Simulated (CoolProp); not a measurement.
A simple Rankine cycle with R113: condensing at 309.15 K, boiler at 2.48 MPa, turbine inlet 468.1 K, turbine efficiency 0.9, pump efficiency 0.7, no recuperator. Each further row changes one setting.

Model: reference Helmholtz-energy equation of state, Marx 1992, in CoolProp.

| case | thermal efficiency (%) | net work (kJ/kg) | heat in (kJ/kg) | turbine exit temperature (K) | volume ratio over the turbine |
|---|---|---|---|---|---|
| as stated | 20.6 | 47.8 | 232 | 361.0 | 47.5 |
| turbine inlet 488.1 K | 20.7 | 52.7 | 255 | 385.8 | 41.6 |
| condensing temperature 301.15 K | 21.7 | 51.9 | 239 | 354.9 | 63.1 |
| boiler pressure 1.74 MPa | 19.4 | 47.8 | 247 | 381.4 | 27.1 |
| turbine efficiency 0.8 | 18.2 | 42.3 | 232 | 368.7 | 48.5 |
